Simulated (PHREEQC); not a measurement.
Consider water at 25 °C with 0.0047 mol/kgw NiCl2 and 0.00019 mol/kgw H3BO3. Closed to the air; pH follows from the charge balance.

All values are PHREEQC results (ion-association model, wateq4f.dat), not measurements.

**Question.** The ionic strength comes out as 0.0140 mol/kgw. What activity coefficients do Ni+2, NiCl+, Cl- get?

**Answer.** Ni+2 0.62, NiCl+ 0.89, Cl- 0.89.

No solid was allowed to form. Species that the database lacks are ignored.
